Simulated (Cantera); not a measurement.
A Cantera script and its output.

```python
import numpy as np
import cantera as ct

gas = ct.Solution("gri30.yaml")
gas.TPX = 348, 500000, {'C3H8': 1, 'O2': 4.5, 'N2': 23.8, 'H2O': 1.6}
inlet = ct.Reservoir(gas, clone=True)
gas.equilibrate("HP")  # start burning
reactor = ct.IdealGasConstPressureReactor(gas, energy="on", clone=False)
exhaust = ct.Reservoir(gas, clone=True)
tau = [0.45, 0.17, 0.065, 0.025, 0.0094, 0.0036, 0.0014, 0.00052, 0.0002, 7.5e-05, 2.9e-05, 1.1e-05][0]
for a, b in ((inlet, reactor), (reactor, exhaust)):
    ct.MassFlowController(a, b, mdot=lambda t: reactor.mass / tau)
net = ct.ReactorNet([reactor])
show = ['C3H8', 'O2', 'H2O', 'HCO', 'H2', 'CH2CO']

rows = []
print(f"{'tau/s':>10s}{'T/K':>9s}" + "".join(f"{s:>11s}" for s in show))
for tau in [0.45, 0.17, 0.065, 0.025, 0.0094, 0.0036, 0.0014, 0.00052, 0.0002, 7.5e-05, 2.9e-05, 1.1e-05]:
    net.initial_time = 0.0
    net.advance(30 * tau)
    before = gas.X
    net.advance(40 * tau)
    drift = np.max(np.abs(gas.X - before) / (gas.X + 1e-9))
    rows.append([gas.T, *gas[show].X, drift])
    print(f"{tau:10.3e}{gas.T:9.1f}" + "".join(f"{x:11.3e}" for x in gas[show].X))
```

Output:

```
     tau/s      T/K       C3H8         O2        H2O        HCO         H2      CH2CO
 4.500e-01   1869.6  1.118e-07  5.405e-05  1.618e-01  6.954e-09  1.083e-02  5.650e-07
 1.700e-01   1868.2  2.557e-07  1.010e-04  1.617e-01  1.220e-08  1.082e-02  1.024e-06
 6.500e-02   1866.0  5.578e-07  1.868e-04  1.616e-01  2.310e-08  1.082e-02  1.675e-06
 2.500e-02   1862.3  1.171e-06  3.443e-04  1.614e-01  4.705e-08  1.084e-02  2.537e-06
 9.400e-03   1856.1  2.436e-06  6.448e-04  1.610e-01  1.042e-07  1.090e-02  3.717e-06
 3.600e-03   1845.8  4.947e-06  1.196e-03  1.605e-01  2.387e-07  1.102e-02  5.468e-06
 1.400e-03   1828.6  1.014e-05  2.214e-03  1.597e-01  5.589e-07  1.123e-02  8.753e-06
 5.200e-04   1796.1  2.379e-05  4.422e-03  1.584e-01  1.407e-06  1.151e-02  1.821e-05
 2.000e-04    348.0  3.236e-02  1.456e-01  5.178e-02 -6.879e-39 -1.577e-16 -9.358e-18
 7.500e-05    348.0  3.236e-02  1.456e-01  5.178e-02 -7.379e-45 -1.083e-19 -6.427e-21
 2.900e-05    348.0  3.236e-02  1.456e-01  5.178e-02 -5.966e-46 -6.842e-21 -4.060e-22
 1.100e-05    348.0  3.236e-02  1.456e-01  5.178e-02 -3.786e-47 -4.322e-22 -2.564e-23
```

Computed with Cantera and GRI-Mech 3.0 (53 species, 325 reactions). GRI-Mech 3.0 was tuned for natural gas; its chemistry of propane as a main component is partial and can be far from experiment.
